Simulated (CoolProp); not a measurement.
Properties of sulfur hexafluoride at several states (Tc = 318.7 K, pc = 3.755 MPa, ω = 0.210).

Values from CoolProp's reference Helmholtz-energy equation of state, Guder 2009.

| T (K) | p (MPa) | phase | Z | expansivity (1/kK) | viscosity (µPa s) | conductivity (mW/(m K)) | fugacity coefficient |
|---|---|---|---|---|---|---|---|
| 275.3 | 0.0249 | gas | 0.9964 | 3.675 | 14.2 | 11.3 | 0.9964 |
| 268.9 | 1.08 | gas | 0.7950 | 8.058 | 14.5 | 11.7 | 0.8327 |
| 288.1 | 17.4 | liquid | 0.6453 | 2.806 | 228 | 71.6 | 0.1506 |

Viscosity comes from a separate model (Quiñones-Cisneros 2012). Thermal conductivity comes from a separate model (Assael 2012).
